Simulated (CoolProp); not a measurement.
Vapour-liquid equilibrium of R125 (1) + cyclopropane (2) at 298.9 K; x and y are mole fractions of (1).

Values from CoolProp's multi-fluid Helmholtz-energy mixture model, Lemmon 2005 and Polt 1992; pair parameters Bell 2016. This equation is an older, rougher fit; its heat capacities, sound speeds and derivatives of the liquid may be far off and weren't checked against measurements.

| x | bubble pressure (MPa) | y at the bubble point | dew pressure at overall composition x (MPa) | liquid density (mol/L) |
|---|---|---|---|---|
| 0.05 | 0.8832 | 0.180 | 0.7752 | 14.32 |
| 0.125 | 1.045 | 0.332 | 0.8347 | 13.80 |
| 0.2 | 1.159 | 0.422 | 0.9025 | 13.30 |
| 0.275 | 1.241 | 0.483 | 0.9795 | 12.82 |
| 0.35 | 1.302 | 0.531 | 1.067 | 12.38 |
| 0.425 | 1.349 | 0.572 | 1.163 | 11.97 |
| 0.5 | 1.387 | 0.611 | 1.263 | 11.58 |
| 0.575 | 1.417 | 0.651 | 1.353 | 11.23 |
| 0.65 | 1.440 | 0.694 | 1.417 | 10.92 |
| 0.725 | 1.454 | 0.742 | 1.450 | 10.64 |
| 0.8 | 1.458 | 0.798 | 1.458 | 10.39 |
| 0.875 | 1.451 | 0.864 | 1.448 | 10.17 |
| 0.95 | 1.429 | 0.941 | 1.425 | 9.984 |

y crosses x between x = 0.725 and 0.8: the model has an azeotrope there.

Pair parameters are fitted to limited data, so mixtures are less certain than the pure fluids.
